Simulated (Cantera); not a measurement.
A closed system holds: 1 mol SiH₂Cl₂, 23 mol O₂, 15 mol H₂, equilibrated at 1898.15 K and 1100 Pa.

Method: chemical equilibrium by Gibbs-energy minimisation in Cantera with the NASA 1993 tables (ideal gas, pure condensed phases). Candidate condensed phases: H₂O, Si, SiO₂; 30 gas species. The tables hold silica as quartz up to 1696 K and as liquid above; real silica turns to tridymite and cristobalite and melts near 1996 K. Kinetics and transport are ignored.

Base state: H₂O 0.472, O₂ 0.452, HCl 0.0529, Cl 0.0102, OH 0.00984, O 0.00188, H₂ 0.000859, H 0.000219 (mole fractions); condensed: SiO₂(condensed).

Question: What changes in the equilibrium state with this change: H₂ from 15 to 0.22 mol?

Answer: 
| species | before | after |
|---|---|---|
| O₂ | 0.452 | 0.885 |
| HCl | 0.0529 | 0.0421 |
| Cl | 0.0102 | 0.0397 |
| H₂O | 0.472 | 0.0275 |
| H₂ | 0.000859 | 3.57e-5 |
| Cl₂ | 4.74e-6 | 7.22e-5 |
| ClO | 1.17e-5 | 6.40e-5 |
| SiO₂(condensed), mol | 1.000 | 1.000 |

Question: What changes in the equilibrium state with this change: H₂ from 15 to 4.7 mol?

Answer: 
| species | before | after |
|---|---|---|
| O₂ | 0.452 | 0.732 |
| H₂O | 0.472 | 0.183 |
| HCl | 0.0529 | 0.0558 |
| Cl | 0.0102 | 0.0194 |
| Cl₂ | 4.74e-6 | 1.73e-5 |
| H₂ | 0.000859 | 0.000261 |
| ClO | 1.17e-5 | 2.85e-5 |
| H | 0.000219 | 0.000121 |
| SiO₂(condensed), mol | 1.000 | 1.000 |

Question: What changes in the equilibrium state with this change: temperature from 1898.15 K to 1200 K?

Answer: 
```
species                 before     after
--------------------  --------  --------
H₂O                      0.472     0.476
O₂                       0.452     0.460
HCl                     0.0529    0.0630
OH                     0.00984   2.45e-5
Cl                      0.0102  0.000352
H                     0.000219     <1e-9
O                      0.00188   1.62e-7
H₂                    0.000859   8.51e-8
Cl₂                    4.74e-6   6.12e-5
SiO₂(condensed), mol     1.000         0
SiO₂(β-quartz), mol          0      1.00
```
